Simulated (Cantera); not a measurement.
Feed: 1 mol MgO, a varied amount of N₂, equilibrated at 2748 K and 13.3 mbar.

These are equilibrium values from Cantera (NASA tables, ideal gas, pure condensed phases), not measurements of a reactor. Candidate condensed phases: Mg, MgO; 13 gas species. Kinetics and transport are ignored.

x: gas mole fraction; nothing condenses.

```json
[
 {"n(N₂) (mol)": "0.24", "x N₂": "0.123", "x Mg": "0.505", "x O₂": "0.168", "x O": "0.157", "x MgO": "0.0350", "x NO": "0.0121"},
 {"n(N₂) (mol)": "0.89", "x N₂": "(withheld)", "x Mg": "(withheld)", "x O₂": "(withheld)", "x O": "(withheld)", "x MgO": "(withheld)", "x NO": "0.0167"},
 {"n(N₂) (mol)": "1.5", "x N₂": "0.467", "x Mg": "0.302", "x O₂": "0.0865", "x O": "0.112", "x MgO": "0.0150", "x NO": "0.0169"},
 {"n(N₂) (mol)": "2.2", "x N₂": "0.560", "x Mg": "0.248", "x O₂": "0.0665", "x O": "0.0984", "x MgO": "0.0108", "x NO": "0.0162"},
 {"n(N₂) (mol)": "2.9", "x N₂": "0.625", "x Mg": "(withheld)", "x O₂": "(withheld)", "x O": "0.0881", "x MgO": "(withheld)", "x NO": "0.0153"},
 {"n(N₂) (mol)": "3.5", "x N₂": "0.667", "x Mg": "0.186", "x O₂": "0.0451", "x O": "0.0811", "x MgO": "0.00668", "x NO": "0.0146"},
 {"n(N₂) (mol)": "4.2", "x N₂": "0.705", "x Mg": "0.164", "x O₂": "0.0379", "x O": "0.0744", "x MgO": "0.00540", "x NO": "0.0137"},
 {"n(N₂) (mol)": "4.8", "x N₂": "0.731", "x Mg": "0.149", "x O₂": "0.0332", "x O": "0.0695", "x MgO": "0.00459", "x NO": "0.0131"},
 {"n(N₂) (mol)": "5.5", "x N₂": "0.756", "x Mg": "0.135", "x O₂": "0.0288", "x O": "0.0647", "x MgO": "0.00386", "x NO": "0.0124"}
]
```

Task: Some entries are withheld; supply them.

Result: 
- 0.89, x N₂: 0.344
- 0.89, x Mg: 0.374
- 0.89, x O₂: 0.114
- 0.89, x O: 0.129
- 0.89, x MgO: 0.0214
- 2.9, x Mg: 0.210
- 2.9, x O₂: 0.0533
- 2.9, x MgO: 0.00820
